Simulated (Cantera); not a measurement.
# Gas-phase reforming

An isothermal, constant-pressure homogeneous reactor starts with CH4 : H2O = 1 : 0.88 (molar parts), at 1700 K and 6.51 atm.

Computed with Cantera and GRI-Mech 3.0 (53 species, 325 reactions).

```json
[
 {"t (s)": "4.00e-6", "x CH4": "0.531", "x H2O": "0.468", "x H2O2": "1.10e-12", "x C2H": "<1e-12", "x O": "2.78e-11", "x OH": "9.26e-7", "x C2H6": "4.64e-5"},
 {"t (s)": "1.43e-5", "x CH4": "0.530", "x H2O": "0.468", "x H2O2": "2.79e-12", "x C2H": "<1e-12", "x O": "6.86e-11", "x OH": "1.46e-6", "x C2H6": "0.000544"},
 {"t (s)": "5.08e-5", "x CH4": "0.523", "x H2O": "0.467", "x H2O2": "5.24e-12", "x C2H": "2.15e-11", "x O": "1.27e-10", "x OH": "2.00e-6", "x C2H6": "0.00227"},
 {"t (s)": "0.000181", "x CH4": "0.495", "x H2O": "0.462", "x H2O2": "8.45e-12", "x C2H": "1.10e-9", "x O": "1.96e-10", "x OH": "2.53e-6", "x C2H6": "0.00440"},
 {"t (s)": "0.000646", "x CH4": "0.409", "x H2O": "0.436", "x H2O2": "6.18e-12", "x C2H": "1.32e-8", "x O": "1.20e-10", "x OH": "2.17e-6", "x C2H6": "0.00237"},
 {"t (s)": "0.00230", "x CH4": "0.272", "x H2O": "0.389", "x H2O2": "3.94e-12", "x C2H": "3.54e-8", "x O": "5.74e-11", "x OH": "1.73e-6", "x C2H6": "0.000764"},
 {"t (s)": "0.00821", "x CH4": "0.145", "x H2O": "0.340", "x H2O2": "2.90e-12", "x C2H": "5.10e-8", "x O": "3.61e-11", "x OH": "1.48e-6", "x C2H6": "0.000218"},
 {"t (s)": "0.0292", "x CH4": "0.0941", "x H2O": "0.290", "x H2O2": "2.14e-12", "x C2H": "5.08e-8", "x O": "3.09e-11", "x OH": "1.27e-6", "x C2H6": "0.000122"},
 {"t (s)": "0.104", "x CH4": "0.0902", "x H2O": "0.214", "x H2O2": "1.03e-12", "x C2H": "3.35e-8", "x O": "2.57e-11", "x OH": "8.82e-7", "x C2H6": "0.000102"},
 {"t (s)": "0.372", "x CH4": "0.0783", "x H2O": "0.123", "x H2O2": "<1e-12", "x C2H": "1.61e-8", "x O": "1.78e-11", "x OH": "4.74e-7", "x C2H6": "6.80e-5"},
 {"t (s)": "1.32", "x CH4": "0.0576", "x H2O": "0.0552", "x H2O2": "<1e-12", "x C2H": "6.20e-9", "x O": "9.23e-12", "x OH": "2.02e-7", "x C2H6": "3.35e-5"},
 {"t (s)": "4.72", "x CH4": "0.0387", "x H2O": "0.0180", "x H2O2": "<1e-12", "x C2H": "2.30e-9", "x O": "3.22e-12", "x OH": "6.38e-8", "x C2H6": "1.43e-5"},
 {"t (s)": "16.8", "x CH4": "0.0285", "x H2O": "0.00276", "x H2O2": "<1e-12", "x C2H": "1.14e-9", "x O": "<1e-12", "x OH": "9.65e-9", "x C2H6": "7.57e-6"},
 {"t (s)": "60.0", "x CH4": "0.0265", "x H2O": "9.45e-5", "x H2O2": "<1e-12", "x C2H": "9.72e-10", "x O": "<1e-12", "x OH": "3.30e-10", "x C2H6": "6.52e-6"}
]
```
x: mole fraction; the columns are a selection and need not sum to one.

Equilibrium at this temperature and pressure: CH4 0.0265, H2O 7.96e-5, H2O2 <1e-12, C2H 9.71e-10, O <1e-12, OH 2.78e-10, C2H6 6.51e-6 (gas phase only).
